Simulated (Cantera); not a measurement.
## SiO2 + CO + N2 + CH4 (carbothermic reduction)

A closed system holds: 1 mol SiO2, 0.56 mol CO, 0.48 mol N2, 3 mol CH4, equilibrated at 2425 K.

Cantera equilibrium calculation (NASA polynomials, part measured and part estimated; ideal gas, pure solids and liquids). Candidate condensed phases: C, C6H6, C7H8, C8H18, H2O, Si, SiC, SiO2, Si2N2O, Si3N4; 151 gas species. The tables' values for SiN are old estimates; treat these amounts as uncertain. Gases not in the tables: Si2H6 and higher silanes. The numbers say what is thermodynamically allowed, not how fast it happens.

```
P (Pa)   log p H2  log p H  log p CO  log p Si  log p N2  log p SiC2  log p HCN  log p SiO  n C(graphite)  n SiC(s)
-------  --------  -------  --------  --------  --------  ----------  ---------  ---------  -------------  --------
10          -4.95    -4.22     -4.75     -5.24     -5.51       -5.93      -6.46      -8.40          0.477         0
52          -3.86    -3.68     -3.98     -4.47     -4.74       -5.16      -5.53      -6.86          0.505         0
270         -2.95    -3.22     -3.21     -3.74     -3.98       -4.42      -4.70      -5.36          0.503         0
1400        -2.13    -2.81     -2.46     -3.27     -3.23       -3.96      -3.91      -4.14          0.285     0.378
7200        -1.36    -2.43     -1.72     -3.26     -2.48       -3.97      -3.17      -3.37              0     0.836
37000       -0.63    -2.06     -1.00     -3.21     -1.76       -4.02      -2.49      -2.55              0     0.905
190000       0.09    -1.70     -0.28     -3.20     -1.04       -4.03      -1.79      -1.81              0     0.920
1000000      0.81    -1.34      0.44     -3.19     -0.32       -4.04      -1.07      -1.08              0     0.921
```
log p: log10 of the partial pressure in bar; n: condensed amount in mol.

From 0.0750 Torr to 2.03 Torr the condensed part is C(graphite). At 10.5 Torr the condensed part is C(graphite) + SiC(s). From 54.0 Torr to 7500 Torr the condensed part is SiC(s). The main Si-bearing gas is Si at 0.0750 Torr and SiO at 7500 Torr.
